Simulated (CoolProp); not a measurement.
Properties of methanol along the isobar 0.212 MPa.

The numbers come from the reference Helmholtz-energy equation of state, de Reuck 1993 in CoolProp.

```json
[
 {"T (°C)": "167.35", "phase": "gas", "cp (kJ/(kg K))": "1.809", "cv (kJ/(kg K))": "1.514", "speed of sound (m/s)": "363.4", "Joule-Thomson coefficient (K/MPa)": "24.94", "Prandtl number": "0.844", "fugacity coefficient": "0.9838"},
 {"T (°C)": "180.65", "phase": "gas", "cp (kJ/(kg K))": "1.827", "cv (kJ/(kg K))": "1.538", "speed of sound (m/s)": "368.6", "Joule-Thomson coefficient (K/MPa)": "21.43", "Prandtl number": "0.835", "fugacity coefficient": "0.9860"},
 {"T (°C)": "193.95", "phase": "gas", "cp (kJ/(kg K))": "1.849", "cv (kJ/(kg K))": "1.565", "speed of sound (m/s)": "373.7", "Joule-Thomson coefficient (K/MPa)": "18.50", "Prandtl number": "0.827", "fugacity coefficient": "0.9878"},
 {"T (°C)": "207.15", "phase": "gas", "cp (kJ/(kg K))": "1.873", "cv (kJ/(kg K))": "1.592", "speed of sound (m/s)": "378.7", "Joule-Thomson coefficient (K/MPa)": "16.03", "Prandtl number": "0.821", "fugacity coefficient": "0.9893"},
 {"T (°C)": "220.45", "phase": "gas", "cp (kJ/(kg K))": "1.898", "cv (kJ/(kg K))": "1.621", "speed of sound (m/s)": "383.6", "Joule-Thomson coefficient (K/MPa)": "13.90", "Prandtl number": "0.816", "fugacity coefficient": "0.9905"},
 {"T (°C)": "233.75", "phase": "gas", "cp (kJ/(kg K))": "1.924", "cv (kJ/(kg K))": "1.650", "speed of sound (m/s)": "388.3", "Joule-Thomson coefficient (K/MPa)": "12.06", "Prandtl number": "0.812", "fugacity coefficient": "0.9916"},
 {"T (°C)": "246.95", "phase": "gas", "cp (kJ/(kg K))": "1.951", "cv (kJ/(kg K))": "1.679", "speed of sound (m/s)": "393.0", "Joule-Thomson coefficient (K/MPa)": "10.48", "Prandtl number": "0.808", "fugacity coefficient": "0.9924"},
 {"T (°C)": "260.25", "phase": "gas", "cp (kJ/(kg K))": "1.978", "cv (kJ/(kg K))": "1.708", "speed of sound (m/s)": "397.6", "Joule-Thomson coefficient (K/MPa)": "9.095", "Prandtl number": "0.804", "fugacity coefficient": "0.9932"},
 {"T (°C)": "273.55", "phase": "gas", "cp (kJ/(kg K))": "2.006", "cv (kJ/(kg K))": "1.737", "speed of sound (m/s)": "402.2", "Joule-Thomson coefficient (K/MPa)": "7.886", "Prandtl number": "0.801", "fugacity coefficient": "0.9938"},
 {"T (°C)": "286.75", "phase": "gas", "cp (kJ/(kg K))": "2.033", "cv (kJ/(kg K))": "1.766", "speed of sound (m/s)": "406.6", "Joule-Thomson coefficient (K/MPa)": "6.836", "Prandtl number": "0.798", "fugacity coefficient": "0.9943"},
 {"T (°C)": "300.05", "phase": "gas", "cp (kJ/(kg K))": "2.061", "cv (kJ/(kg K))": "1.795", "speed of sound (m/s)": "411.0", "Joule-Thomson coefficient (K/MPa)": "5.908", "Prandtl number": "0.796", "fugacity coefficient": "0.9947"},
 {"T (°C)": "313.35", "phase": "gas", "cp (kJ/(kg K))": "2.088", "cv (kJ/(kg K))": "1.823", "speed of sound (m/s)": "415.4", "Joule-Thomson coefficient (K/MPa)": "5.094", "Prandtl number": "0.794", "fugacity coefficient": "0.9951"},
 {"T (°C)": "326.55", "phase": "gas", "cp (kJ/(kg K))": "2.115", "cv (kJ/(kg K))": "1.851", "speed of sound (m/s)": "419.7", "Joule-Thomson coefficient (K/MPa)": "4.383", "Prandtl number": "0.792", "fugacity coefficient": "0.9954"},
 {"T (°C)": "339.85", "phase": "gas", "cp (kJ/(kg K))": "2.142", "cv (kJ/(kg K))": "1.879", "speed of sound (m/s)": "423.9", "Joule-Thomson coefficient (K/MPa)": "3.752", "Prandtl number": "0.790", "fugacity coefficient": "0.9957"}
]
```

Viscosity comes from a separate model (Xiang 2006). Thermal conductivity comes from a separate model (Sykioti 2013).
